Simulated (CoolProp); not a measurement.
The fluid at 424.19 K and 12.1 MPa flows at 0.54 m/s in a round tube of 50 mm bore and 1.5 µm roughness, fully developed (64/Re and Nu = 3.66 if laminar; Colebrook and Gnielinski if turbulent). The same conditions are run with several fluids, on thermodynamics alone (safety and materials aside).

The numbers come from the reference Helmholtz-energy equation of state of each fluid (R125: Lemmon 2005; R124: de Vries 1995; R152A: Outcalt 1996; ammonia: Gao 2020; R134a: Tillner-Roth 1994) in CoolProp.

### Question
Rank R125, R124, R152A, ammonia, R134a by Reynolds number, highest first.

### Answer
R125 (380000), R134a (339000), R124 (282000), R152A (272000), ammonia (160000)

| fluid | Darcy friction factor | pressure drop (Pa/m) | heat-transfer coefficient (W/(m² K)) | mass flow (kg/h) |
|---|---|---|---|---|
| R125 | 0.0142 | 26.5 | 747 | 2450 |
| R124 | 0.0149 | 41.8 | 901 | 3660 |
| R152A | 0.0150 | 24.7 | 1050 | 2150 |
| ammonia | 0.0166 | 5.20 | 810 | 411 |
| R134a | 0.0145 | 30.7 | 955 | 2780 |

Transport values come from each fluid's own correlations; those of R124, R152A, R134a are estimates that may be off by 10 % or more.
